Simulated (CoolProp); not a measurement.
Vapour-liquid equilibrium of R152A (1) + isobutene (2) at 1.72 kPa; x and y are mole fractions of (1).

The numbers come from the multi-fluid Helmholtz-energy mixture model, Outcalt 1996 and Lemmon 2005; pair parameters Bell 2016 in CoolProp.

```tsv
x	bubble temperature (K)	y at the bubble point	dew temperature at overall composition x (K)	liquid density (mol/L)
0.05	189.2	0.367	193.6	12.78
0.125	185.8	0.559	192.6	13.09
0.2	184.3	0.633	191.7	13.37
0.275	183.6	0.668	190.6	13.66
0.35	183.2	0.686	189.5	13.95
0.425	183.1	0.695	188.3	14.25
0.5	183.0	0.701	186.9	14.57
0.575	183.0	0.706	185.5	14.91
0.65	182.9	0.714	183.9	15.27
0.725	182.9	0.728	182.9	15.65
0.8	182.9	0.753	183.1	16.06
0.875	183.1	0.800	183.6	16.48
0.95	183.7	0.891	184.1	16.92
```

y crosses x between x = 0.725 and 0.8: the model has an azeotrope there.

Pair parameters are fitted to limited data, so mixtures are less certain than the pure fluids.
